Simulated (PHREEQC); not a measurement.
Solution (32 °C): 0.34 mmol/kgw Cu(BF4)2 and 0.0192 mmol/kgw HCl. Closed to the air; pH follows from the charge balance.

Computed with PHREEQC (ion-association model, phreeqc.dat).

Precipitation was switched off in this run.

**Question.** Predict the pH, ionic strength.

**Answer.** pH 3.21; ionic strength 0.00165 mol/kgw.

**Question.** In which forms is B present?

**Answer.** H3BO3 87 %, BF4- 6.8 %, BF2(OH)2- 3.4 %, BF3OH- 2.4 % of the B.

Complexes and solids missing from the database can't appear. Real BF4- forms and hydrolyses slowly; the run takes it at equilibrium.
